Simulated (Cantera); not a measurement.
A perfectly stirred reactor is fed with 23.3 % NO, 76.7 % N₂, at 1.40 bar; it is held at 2150 K, and followed from long to short residence time.

Cantera simulation using GRI-Mech 3.0 (53 species, 325 reactions); the numbers are that mechanism's predictions, not measurements.

**Question.** Predict: x(NO) at τ = 3.30 s; x(N₂O) at τ = 3.30 s; x(O₂) at τ = 3.30 s; x(N₂) at τ = 3.30 s; x(O) at τ = 3.30 s; x(NO) at τ = 19.0 ms; x(N₂O) at τ = 19.0 ms; x(O₂) at τ = 19.0 ms; x(N₂) at τ = 19.0 ms; x(O) at τ = 19.0 ms.

**Answer.** 
```json
{
  "x(NO) at τ = 3.30 s": "0.0250",
  "x(N₂O) at τ = 3.30 s": "8.47e-7",
  "x(O₂) at τ = 3.30 s": "0.103",
  "x(N₂) at τ = 3.30 s": "0.871",
  "x(O) at τ = 3.30 s": "0.000536",
  "x(NO) at τ = 19.0 ms": "0.218",
  "x(N₂O) at τ = 19.0 ms": "2.48e-5",
  "x(O₂) at τ = 19.0 ms": "0.00697",
  "x(N₂) at τ = 19.0 ms": "0.774",
  "x(O) at τ = 19.0 ms": "0.000184"
}
```
